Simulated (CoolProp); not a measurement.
Vapour-liquid equilibrium of R134a (1) + R227EA (2) at 0.0629 MPa; x and y are mole fractions of (1).

Computed with CoolProp (multi-fluid Helmholtz-energy mixture model, Tillner-Roth 1994 and Lemmon 2016; pair parameters Bell 2016).

| x | bubble temperature (°C) | y at the bubble point | dew temperature at overall composition x (°C) | liquid density (mol/L) |
|---|---|---|---|---|
| 0.05 | -27.7 | [?] | -27.3 | [?] |
| 0.125 | -28.8 | 0.200 | -28.1 | 9.720 |
| 0.2 | -29.9 | 0.301 | -28.8 | 9.989 |
| 0.275 | -30.8 | 0.390 | -29.6 | 10.27 |
| 0.35 | -31.6 | 0.470 | -30.4 | 10.56 |
| 0.425 | -32.3 | 0.543 | -31.1 | 10.87 |
| 0.5 | -33.0 | 0.610 | -31.9 | 11.18 |
| 0.575 | -33.6 | 0.673 | -32.6 | 11.52 |
| 0.65 | -34.1 | 0.732 | [?] | 11.87 |
| 0.725 | -34.6 | 0.790 | -34.1 | 12.24 |
| 0.8 | -35.0 | 0.846 | -34.7 | 12.63 |
| 0.875 | -35.4 | 0.903 | -35.2 | [?] |
| 0.95 | -35.8 | 0.961 | -35.7 | [?] |

Q: Fill in the missing entries.

A: 
- 0.05, y at the bubble point: 0.086
- 0.05, liquid density (mol/L): 9.460
- 0.65, dew temperature at overall composition x (°C): -33.4
- 0.875, liquid density (mol/L): 13.04
- 0.95, liquid density (mol/L): 13.48

No azeotrope shows between x = 0.05 and 0.95.

The pair parameters rest on a limited set of measurements; away from them the model extrapolates.
